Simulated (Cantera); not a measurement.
**Thermodynamics of carbon deposition, reforming and gasification, feed C2H5OH + H2**

Feed: 1 mol C2H5OH, 0.99 mol H2, at 13300 Pa.

Equilibrium computed with Cantera from the NASA thermochemical tables; the gas is ideal and each condensed phase is pure. Candidate condensed phases: C, C6H6, C7H8, C8H18, H2O; 110 gas species. Kinetics and transport are ignored.

From 1050 K to 2850 K the condensed part is C(graphite). The main C-bearing gas is CO throughout.

```
T (K)   x H2       x H   x CO  x C2H2 (acetylene)     x CH4     x H2O     x C2H     x CO2  n C(graphite)
-----  -----  --------  -----  ------------------  --------  --------  --------  --------  -------------
1050   0.794   1.98e-8  0.196             3.28e-9   0.00481   0.00377    <1e-12   0.00110           1.00
1200   0.798   4.83e-7  0.200             8.19e-8   0.00134  0.000552    <1e-12  0.000101          0.997
1350   0.799   5.83e-6  0.200             9.90e-7  0.000491  0.000122    <1e-12   1.56e-5          0.998
1500   0.799   4.31e-5  0.200             7.21e-6  0.000219   3.67e-5    <1e-12   3.55e-6          0.999
1650   0.799  0.000222  0.200             3.65e-5  0.000113   1.37e-5  4.43e-11   1.07e-6          0.999
1800   0.799  0.000876  0.200            0.000140   6.54e-5   6.08e-6   1.35e-9   3.99e-7          0.998
1950   0.797   0.00280  0.200            0.000435   4.12e-5   3.06e-6   2.41e-8   1.75e-7          0.995
2100   0.792   0.00759  0.200             0.00114   2.76e-5   1.69e-6   2.84e-7   8.63e-8          0.988
2250   0.781    0.0180  0.199             0.00261   1.92e-5   1.01e-6   2.39e-6   4.70e-8          0.973
2400   0.760    0.0380  0.197             0.00530   1.37e-5   6.27e-7   1.52e-5   2.75e-8          0.945
2550   0.724    0.0727  0.193             0.00963   9.70e-6   4.02e-7   7.70e-5   1.69e-8          0.898
2700   0.669     0.127  0.188              0.0158   6.65e-6   2.58e-7  0.000319   1.07e-8          0.823
2850   0.590     0.205  0.180              0.0232   4.29e-6   1.62e-7   0.00110   6.96e-9          0.711
```
x: gas mole fraction; n: condensed amount in mol.
